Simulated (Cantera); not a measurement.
A freely propagating, adiabatic, planar premixed flame of 37.1 % H2, 13.2 % O2, 49.7 % N2, equivalence ratio 1.4, unburnt at 400 K and 0.910 bar; mixture-averaged transport, grid criteria slope 0.08 and curve 0.16, no radiation.

Detailed kinetics in Cantera: the H2/O2 subset of GRI-Mech 3.0, which has no nitrogen chemistry. Burning velocities carry a grid error of a few per cent, more on coarse grids.

Task: Predict: laminar burning velocity; thermal thickness; peak x(H); peak x(OH); peak x(H2O2).

Result: 
| Item | Value |
|---|---|
| laminar burning velocity | 459 cm/s |
| thermal thickness | 0.431 mm |
| peak x(H) | 0.0769 |
| peak x(OH) | 0.0109 |
| peak x(H2O2) | 6.70e-5 |
